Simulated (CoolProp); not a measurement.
Properties of R152A along the isotherm 141.95 °C (Tc = 113.3 °C, pc = 4.517 MPa, ω = 0.275).

Values from CoolProp's reference Helmholtz-energy equation of state, Outcalt 1996. It is a modified Benedict-Webb-Rubin equation, recast in Helmholtz form.

```
p (MPa)          phase  density (kg/m³)  Joule-Thomson coefficient (K/MPa)  expansivity (1/kK)  fugacity coefficient
-------  -------------  ---------------  ---------------------------------  ------------------  --------------------
3.23               gas            80.51                              10.32               5.753            (withheld)
6.45     supercritical            287.7                              9.052               28.71                0.6229
9.68     supercritical            541.9                         (withheld)               10.99                0.4790
12.9     supercritical            617.0                         (withheld)               6.263                0.3995
16.1     supercritical            660.1                             0.6660               4.672                0.3522
19.4     supercritical            691.8                             0.4161               3.821                0.3209
22.6     supercritical       (withheld)                             0.2630               3.304                0.3005
25.8     supercritical            736.3                             0.1559               2.943                0.2864
29       supercritical            753.7                            0.07641               2.672                0.2766
32.3     supercritical            769.5                            0.01311               2.454                0.2698
35.5     supercritical            783.1                           -0.03578               2.284                0.2656
38.7     supercritical            795.6                           -0.07583               2.143                0.2633
41.9     supercritical            807.0                            -0.1092               2.024                0.2625
45.2     supercritical            817.8                            -0.1384               1.918                0.2630
```

Question: Fill in the missing entries.

Answer: 
- 3.23, fugacity coefficient: 0.8040
- 9.68, Joule-Thomson coefficient (K/MPa): 2.338
- 12.9, Joule-Thomson coefficient (K/MPa): 1.119
- 22.6, density (kg/m³): 716.1
